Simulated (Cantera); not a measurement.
A closed system holds: 1 mol CF4, a varied amount of H2, equilibrated at 2198 K and 4.28 Torr.

These are equilibrium values from Cantera (NASA tables, ideal gas, pure condensed phases), not measurements of a reactor. Candidate condensed phases: C, C6H6, C7H8, C8H18; 95 gas species. Gases not in the tables: C2F6 and larger saturated fluorocarbons. The numbers say what is thermodynamically allowed, not how fast it happens.

**Question.** What share of the C ends up in condensed phases as a function of n(H2) (mol), at 0.099, 0.14, 0.21, 0.31, 0.45, 0.66, 0.96, 1.4, 2, 3, 4.4, 6.4, 9.3?

**Answer.** 
```tsv
n(H2) (mol)	C condensed (%)	as
0.099	0.0	-
0.14	0.0	-
0.21	0.0	-
0.31	0.0	-
0.45	3.1	C(graphite)
0.66	16.0	C(graphite)
0.96	35.2	C(graphite)
1.4	64.6	C(graphite)
2	100.0	C(graphite)
3	99.5	C(graphite)
4.4	98.8	C(graphite)
6.4	97.9	C(graphite)
9.3	96.5	C(graphite)
```
